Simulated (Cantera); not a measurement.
Charge: 1 mol SiH4, 0.46 mol N2, 15 mol NH3, equilibrated at 0.0458 Torr.

Cantera equilibrium calculation (NASA polynomials, part measured and part estimated; ideal gas, pure solids and liquids). Candidate condensed phases: Si, Si3N4; 18 gas species. The tables' values for SiN are old estimates; treat these amounts as uncertain. Gases not in the tables: Si2H6 and higher silanes. Rates play no part.

log p: log10 of the partial pressure in bar; n: condensed amount in mol.

```csv
T (K),log p H2,log p N2,log p H,log p Si,log p SiH,log p Si2,n Si3N4(s),n Si(s),n Si(l)
923,-4.33,-4.85,-11.78,<-16,<-16,<-16,0.333,0,0
1023,-4.33,-4.85,-10.55,<-16,<-16,<-16,0.333,0,0
1123,-4.33,-4.85,-9.53,-15.73,<-16,<-16,0.333,0,0
1223,-4.33,-4.85,-8.69,-13.08,-14.13,<-16,0.333,0,0
1323,-4.33,-4.85,(withheld),(withheld),(withheld),(withheld),0.333,0,0
1423,-4.33,-4.85,(withheld),(withheld),(withheld),(withheld),0.333,0,0
1523,-4.34,-4.83,-6.81,-7.74,-9.45,-10.57,0,0.990,0
1623,-4.34,-4.83,-6.33,-6.81,-8.67,-9.35,0,0.913,0
1723,-4.35,-4.84,-5.92,-6.01,-8.03,-8.33,0,0,0.445
```

Question: Fill in the missing entries.

Answer: 
- 1323, log p H: -7.96
- 1323, log p Si: -10.85
- 1323, log p SiH: -12.14
- 1323, log p Si2: -15.16
- 1423, log p H: -7.34
- 1423, log p Si: -8.93
- 1423, log p SiH: -10.44
- 1423, log p Si2: -12.18
